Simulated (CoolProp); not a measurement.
Hexamethyldisiloxane (MM) along the isotherm 200.75 °C: Z from the reference equation and from simpler models built on Tc = 245.6 °C, pc = 1.931 MPa, ω = 0.418; each cubic takes its own stable root.

Model: reference Helmholtz-energy equation of state, Thol 2016, in CoolProp.

```tsv
p (MPa)	phase	reference
1.21	liquid	0.09473
2.41	liquid	0.1831
3.62	liquid	0.2689
4.83	liquid	0.3524
6.03	liquid	0.4335
7.24	liquid	0.5137
8.45	liquid	0.5926
9.66	liquid	0.6705
```

Q: How far does each simpler model (van der Waals, Redlich-Kwong, Peng-Robinson) lie from the reference over these 8 states: mean and median of the absolute difference, and the worst?

A: 
- van der Waals: mean 117.1 %, median 45.5 %, worst +615.1 % at 200.75 °C and 1.21 MPa
- Redlich-Kwong: mean 12.6 %, median 10.8 %, worst +25.1 % at 200.75 °C and 1.21 MPa
- Peng-Robinson: mean 4.2 %, median 4.6 %, worst -6.7 % at 200.75 °C and 9.66 MPa

At some of these states van der Waals gives the other phase, because its saturation line lies elsewhere.
